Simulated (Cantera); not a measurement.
# Dilute partial oxidation

A perfectly stirred reactor is fed with CH4 : O2 : N2 = 0.0095 : 0.0049 : 1 (molar parts), at 101000 Pa; it is held at 1350 K, and followed from long to short residence time.

Cantera simulation using GRI-Mech 3.0 (53 species, 325 reactions); the numbers are that mechanism's predictions, not measurements.

| τ (s) | x CH4 | x O2 | x N2O | x CH2 | x C2H6 | x O |
|---|---|---|---|---|---|---|
| 0.97 | 0.00486 | 0.00129 | 2.01e-9 | 2.98e-9 | 5.60e-5 | 9.27e-9 |
| 0.32 | 0.00673 | 0.00311 | 2.74e-9 | 1.77e-9 | 0.000111 | 1.41e-8 |
| 0.10 | 0.00919 | 0.00475 | 4.38e-10 | 4.40e-11 | 2.98e-5 | 1.67e-9 |
| 0.034 | 0.00934 | 0.00482 | 9.66e-11 | 8.15e-12 | 5.62e-6 | 6.03e-10 |
| 0.011 | 0.00936 | 0.00483 | 2.54e-11 | 2.30e-12 | 8.69e-7 | 3.17e-10 |
| 0.0036 | 0.00936 | 0.00483 | 8.01e-12 | <1e-12 | 7.03e-8 | 1.70e-10 |
| 0.0012 | 0.00936 | 0.00483 | 2.03e-12 | <1e-12 | 2.79e-9 | 9.55e-11 |
| 0.00038 | 0.00937 | 0.00483 | <1e-12 | <1e-12 | 7.79e-11 | 6.69e-11 |
| 0.00012 | 0.00937 | 0.00483 | <1e-12 | <1e-12 | 2.18e-12 | 5.44e-11 |
x: mole fraction; the columns are a selection and need not sum to one.
